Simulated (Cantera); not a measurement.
Charge: 1 mol MgCl2, 0.43 mol H2, equilibrated at 1700 K and 15.8 Torr.

Equilibrium computed with Cantera from the NASA thermochemical tables; the gas is ideal and each condensed phase is pure. Candidate condensed phases: Mg, MgCl2; 10 gas species. The tables' values for MgH are old estimates; treat these amounts as uncertain. Equilibrium is a limit: real reactors are often held back by kinetics, nucleation or transport.

Base state: MgCl2 0.660, H2 0.272, HCl 0.0440, Mg 0.0203, MgCl 0.00332, H 0.000530, Cl 6.67e-5, MgH 1.92e-5 (mole fractions); condensed: gas only.

**Question.** What changes in the equilibrium state with this change: pressure from 15.8 Torr to 0.00128 Torr?

**Answer.** 
```
species    before    after
-------  --------  -------
HCl        0.0440    0.318
MgCl2       0.660    0.241
Mg         0.0203    0.230
H2          0.272   0.0356
Cl        6.67e-5    0.148
H        0.000530   0.0213
MgH       1.92e-5  7.07e-7
MgCl      0.00332  0.00673
```
